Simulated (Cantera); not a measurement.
# B2O3 + H2O (boron, boron nitride and boron oxide)

Charge: 1 mol B2O3, 5.9 mol H2O, equilibrated at 1423.15 K and 190 Pa.

Equilibrium computed with Cantera from the NASA thermochemical tables; the gas is ideal and each condensed phase is pure. Candidate condensed phases: B, B2O3, B3O3H3, H2O; 23 gas species. Gases not in the tables: H3BO3. Rates play no part.

```json
{
 "x(H2O)": "0.760",
 "x(HBO2)": "0.236",
 "x(B2O3)": "0.00217",
 "x(H2)": "0.000653",
 "x(O2)": "0.000293",
 "x((HBO2)3)": "0.000164",
 "x(OH)": "9.87e-5",
 "x(BO2)": "3.81e-5",
 "x(H)": "3.90e-6",
 "n(B2O3(l))": "0.192 mol",
 "gas_amount": "6.709 mol",
 "log10 activity of B(s) (absent)": "-12.34",
 "log10 activity of B3O3H3(s) (absent)": "-27.31"
}
```
